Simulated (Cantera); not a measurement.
Feed: 1 mol (CH3)2SiCl2, 0.019 mol C2H4, a varied amount of H2, equilibrated at 1725 °C and 100 Torr.

Method: chemical equilibrium by Gibbs-energy minimisation in Cantera with the NASA 1993 tables (ideal gas, pure condensed phases). Candidate condensed phases: C, C6H6, C7H8, C8H18, Si, SiC; 109 gas species. The feed counts by its element totals alone. The tables' values for SiCl are old estimates; treat these amounts as uncertain. Equilibrium is a limit: real reactors are often held back by kinetics, nucleation or transport.

At 28 mol H2, list the 4 most abundant gas species with their mole fractions, and the condensed phases.

H2 0.933, HCl 0.0610, H 0.00425, C2H2 (acetylene) 0.000708. Condensed: C(graphite) + SiC(s).
